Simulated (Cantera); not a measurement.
An isothermal, constant-pressure homogeneous reactor starts with H₂ : O₂ = 0.054 : 1 (molar parts), equivalence ratio 0.027, at 1425 K and 0.0263 atm.

Computed with Cantera and GRI-Mech 3.0 (53 species, 325 reactions). Radical loss at walls, strong at low pressure, is not modelled. The temperature is held fixed by assumption; the heat of reaction is taken as removed at once.

x: mole fraction; the columns are a selection and need not sum to one.

```tsv
t (s)	x H₂	x O₂	x H	x OH	x H₂O
0.000400	0.0468	0.945	…	0.00180	0.00311
0.000868	0.00107	0.906	…	0.00673	0.0438
0.00188	0.000846	0.907	…	0.00624	0.0447
0.00408	0.000774	0.911	…	0.00598	0.0454
0.00885	0.000641	0.918	…	0.00546	0.0466
0.0192	0.000439	0.927	…	0.00455	0.0483
0.0417	0.000223	0.937	…	0.00326	0.0501
0.0904	8.11e-5	0.943	…	0.00197	0.0513
0.196	2.35e-5	0.946	…	0.00106	0.0520
0.425	6.42e-6	0.947	…	0.000557	0.0523
0.922	1.86e-6	0.947	…	0.000300	0.0524
2.00	6.25e-7	0.947	…	0.000174	0.0525
```

Complete the blanks.


- 0.000400, x H: 0.000874
- 0.000868, x H: 0.00596
- 0.00188, x H: 0.00533
- 0.00408, x H: 0.00461
- 0.00885, x H: 0.00340
- 0.0192, x H: 0.00187
- 0.0417, x H: 0.000656
- 0.0904, x H: 0.000141
- 0.196, x H: 2.18e-5
- 0.425, x H: 3.10e-6
- 0.922, x H: 4.86e-7
- 2.00, x H: 9.44e-8
